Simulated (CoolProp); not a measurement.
Model: reference Helmholtz-energy equation of state, Zhou 2011, in CoolProp.

### Question
Give the vapour pressure (MPa), liquid density (kg/m³), surface tension (mN/m) of saturated dimethyl carbonate at 378.5 K.

### Answer
| T (K) | p (MPa) | liquid density (kg/m³) | surface tension (mN/m) |
|---|---|---|---|
| 378.5 | 0.161 | 952 | 17.0 |

Surface tension comes from a separate correlation (Mulero 2014).
